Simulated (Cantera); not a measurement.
## Catalytic combustion on Pt

An isothermal plug-flow reactor at 950 K and 3750 Torr (inlet), inlet velocity 0.36 m/s, active area per volume 430 1/m; feed H2 : O2 : N2 = 0.0062 : 0.13 : 0.79 (molar parts).

Model: Deutschmann's 1995 Pt surface mechanism with GRI-Mech 3.0 gas chemistry, integrated in Cantera. Catalytic surfaces can have several steady states; this one follows from the mechanism file's or the stated starting coverage. Mass transfer to the wall is taken as infinitely fast.

```csv
z (m),x H2,x O2,x H2O,θ free Pt,θ O*,θ OH*
0.00012,0.00367,0.139,0.00304,0.102,0.895,0.00254
0.00022,0.00238,0.139,0.00432,0.0927,0.905,0.00259
0.00039,0.00122,0.138,0.00549,0.0851,0.912,0.00263
0.0007,0.000393,0.138,0.00632,0.0802,0.917,0.00265
0.0012,6.75e-5,0.138,0.00665,0.0784,0.919,0.00265
0.0022,2.07e-6,0.137,0.00671,0.0780,0.919,0.00266
0.0039,5.59e-9,0.137,0.00672,0.0780,0.919,0.00266
0.007,2.56e-12,0.137,0.00672,0.0780,0.919,0.00266
0.012,2.40e-12,0.137,0.00672,0.0780,0.919,0.00266
```
x: gas mole fraction; θ: surface coverage.
